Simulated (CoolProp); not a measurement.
Properties of hydrogen chloride along the isobar 0.295 MPa (Tc = 51.5 °C, pc = 8.314 MPa, ω = 0.130).

Values from CoolProp's reference Helmholtz-energy equation of state, Thol 2018.

```tsv
T (°C)	phase	density (kg/m³)	cp (kJ/(kg K))	expansivity (1/kK)	fugacity coefficient
8.85	gas	4.686	0.8400	3.797	0.9794
30.65	gas	4.330	0.8284	3.468	0.9837
52.55	gas	4.025	0.8207	3.200	0.9869
74.35	gas	3.763	0.8155	2.975	0.9893
96.15	gas	3.535	0.8121	2.784	0.9911
117.95	gas	3.333	0.8099	2.617	0.9925
139.75	gas	3.153	0.8085	2.471	0.9937
161.55	gas	2.992	0.8077	2.340	0.9946
183.35	gas	2.847	0.8074	2.224	0.9954
205.15	gas	2.715	0.8076	2.119	0.9961
226.95	gas	2.596	0.8081	2.023	0.9966
248.75	gas	2.486	0.8089	1.936	0.9971
270.55	gas	2.385	0.8100	1.857	0.9975
```
